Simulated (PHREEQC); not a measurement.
A made-up water analysis in mg/L, 60 °C, pH 6.07, pe -0.8: Na 4.34; K 0.0266; Ca 5.07; Mg 1.46; Cl 4.79; S(6) as SO4 2.54; Alkalinity as HCO3 22.9; Si as SiO2 0.0554; Sr 0.916; Fe(2) 0.0637; Br 0.701; N(-3) as NH4 0.179.

Valence states are taken as typed.

All values are PHREEQC results (ion-association model, wateq4f.dat), not measurements.

| Item | Result |
|---|---|
| ionic strength | 0.000802 mol/kgw |
| charge-balance error | 2.0 % |

```json
[
 {"species": "CO2", "molality": "0.000601", "activity": "0.000602", "log γ": "0.000"},
 {"species": "HCO3-", "molality": "0.000375", "activity": "0.000362", "log γ": "-0.015"},
 {"species": "Na+", "molality": "0.000189", "activity": "0.000182", "log γ": "-0.015"},
 {"species": "Cl-", "molality": "0.000135", "activity": "0.000131", "log γ": "-0.015"},
 {"species": "Ca+2", "molality": "0.000125", "activity": "0.000109", "log γ": "-0.059"},
 {"species": "Mg+2", "molality": "5.92e-5", "activity": "5.17e-5", "log γ": "-0.059"}
]
```

Precipitation was switched off in this run. At this temperature some constants are extrapolated from 25 °C, and those without enthalpy data are left unchanged.
